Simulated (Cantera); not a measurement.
A closed system holds: 1 mol CH₃SiCl₃, 0.89 mol C₃H₈, 8.2 mol H₂, at 2450 K and 5.10 mbar.

Equilibrium computed with Cantera from the NASA thermochemical tables; the gas is ideal and each condensed phase is pure. Candidate condensed phases: C, C₆H₆, C₇H₈, C₈H₁₈, Si, SiC; 109 gas species. The feed counts by its element totals alone. The tables' values for SiCl are old estimates; treat these amounts as uncertain. Gases not in the tables: Si₂H₆ and higher silanes. Kinetics and transport are ignored.

Base state: H₂ 0.568, H 0.212, HCl 0.127, Si 0.0388, Cl 0.0336, SiC₂ 0.00868, C₂H₂ (acetylene) 0.00495, SiCl₂ 0.00265 (mole fractions); condensed: C(graphite).

Question: What changes in the equilibrium state with this change: temperature from 2450 K to 1498 K?

Answer: 
```csv
species,before,after
H₂,0.568,0.798
HCl,0.127,0.201
SiCl₂,0.00265,0.00117
H,0.212,0.000215
Si,0.0388,1.42e-8
Cl,0.0336,4.36e-5
SiC₂,0.00868,<1e-9
Si₂C,0.00140,<1e-9
SiH,0.000596,2.94e-9
"C(graphite), mol",3.15,2.69
"SiC(s), mol",0,0.982
```
The tables' values for SiCl₃ are old estimates; treat these amounts as uncertain.
